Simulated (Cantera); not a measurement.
Charge: 1 mol PbS, 1.8 mol H2, equilibrated at 1198.15 K and 1.80 mbar.

Cantera equilibrium calculation (NASA polynomials, part measured and part estimated; ideal gas, pure solids and liquids). Candidate condensed phases: Pb, PbS, S; 10 gas species. Gases not in the tables: S3 to S7. The numbers say what is thermodynamically allowed, not how fast it happens.

Base state: H2 0.607, PbS 0.316, Pb 0.0400, H2S 0.0333, S2 0.00326, SH 0.000161 (mole fractions); condensed: gas only.

Problem. What changes in the equilibrium state with this change: PbS replaced by Cu2O?

Solution. 
```csv
species,before,after
H2O,0,0.556
H2,0.607,0.444
PbS,0.316,0
Pb,0.0400,0
H2S,0.0333,0
S2,0.00326,0
SH,0.000161,0
"Cu(s), mol",0,2.00
```
Further candidate phases: Cu, CuO, Cu(OH)2, Cu2O, H2O.

Problem. What changes in the equilibrium state with this change: temperature from 1198.15 K to 1475 K?

Solution. 
```json
[
 {"species": "H2", "before": "0.607", "after": "0.595"},
 {"species": "PbS", "before": "0.316", "after": "0.241"},
 {"species": "Pb", "before": "0.0400", "after": "0.101"},
 {"species": "S2", "before": "0.00326", "after": "0.0392"},
 {"species": "H2S", "before": "0.0333", "after": "0.0205"},
 {"species": "S", "before": "6.87e-7", "after": "0.000141"},
 {"species": "H", "before": "3.50e-6", "after": "0.000236"},
 {"species": "SH", "before": "0.000161", "after": "0.00224"}
]
```
